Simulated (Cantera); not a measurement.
A perfectly stirred reactor is fed with C₂H₆ : N₂ = 1 : 1.4 (molar parts), at 0.420 bar; it is held at 1375 K, and followed from long to short residence time.

Cantera simulation using GRI-Mech 3.0 (53 species, 325 reactions); the numbers are that mechanism's predictions, not measurements. GRI-Mech 3.0 stops at C3 and has no aromatics, soot or wall deposition, so with more carbon than oxygen in the feed, carbon stays in small species such as C2H2 where larger ones or solid carbon would form.

### Question
What does this change do: pressure from 0.420 bar to 10.00 Torr?

### Answer
```csv
quantity,before,after
x(C₂H₆) at τ = 3.10 s,0.000511,0.00127
x(C₂H₂) at τ = 3.10 s,0.178,0.194
x(H) at τ = 3.10 s,8.44e-6,8.31e-5
x(C₂H) at τ = 3.10 s,3.53e-9,3.63e-8
x(C₂H₄) at τ = 3.10 s,0.0324,0.0123
x(C₂H₆) at τ = 49.0 ms,0.00849,0.0514
x(C₂H₂) at τ = 49.0 ms,0.137,0.0704
x(H) at τ = 49.0 ms,2.78e-5,0.000119
x(C₂H) at τ = 49.0 ms,9.79e-9,3.37e-8
x(C₂H₄) at τ = 49.0 ms,0.0815,0.121
```
Radical loss at walls, strong at low pressure, is not modelled.

### Question
What does this change do: N2 1.4 to 0.29 parts?

### Answer
```
quantity                  before     after
----------------------  --------  --------
x(C₂H₆) at τ = 3.10 s   0.000511  0.000806
x(C₂H₂) at τ = 3.10 s      0.178     0.236
x(H) at τ = 3.10 s       8.44e-6   8.95e-6
x(C₂H) at τ = 3.10 s     3.53e-9   3.74e-9
x(C₂H₄) at τ = 3.10 s     0.0324    0.0561
x(C₂H₆) at τ = 49.0 ms   0.00849    0.0119
x(C₂H₂) at τ = 49.0 ms     0.137     0.185
x(H) at τ = 49.0 ms      2.78e-5   3.02e-5
x(C₂H) at τ = 49.0 ms    9.79e-9   1.03e-8
x(C₂H₄) at τ = 49.0 ms    0.0815     0.128
```
